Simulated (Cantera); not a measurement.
Mixture: 45.7 % H2, 11.4 % O2, 42.9 % N2, equivalence ratio 2.0, at 36.5 atm, adiabatic and at constant pressure. Ignition delay is the time to a rise of 400 K.

Cantera simulation using GRI-Mech 3.0 (53 species, 325 reactions); the numbers are that mechanism's predictions, not measurements. The hydrogen kinetics of GRI-Mech 3.0 are dated; newer H2 mechanisms differ, most at raised pressure. The pressure lies above the range GRI-Mech 3.0 was tuned for (to about 10 atm).

Q: Predict: delay at 998 K; delay at 1098 K; delay at 1198 K; delay at 1298 K; delay at 1398 K; apparent activation energy between 1348 and 1448 K.

A: 
| Quantity | Result |
|---|---|
| delay at 998 K | 3.35 ms |
| delay at 1098 K | 0.466 ms |
| delay at 1198 K | 85.8 µs |
| delay at 1298 K | 18.1 µs |
| delay at 1398 K | 3.75 µs |
| apparent activation energy between 1348 and 1448 K | 260 kJ/mol |
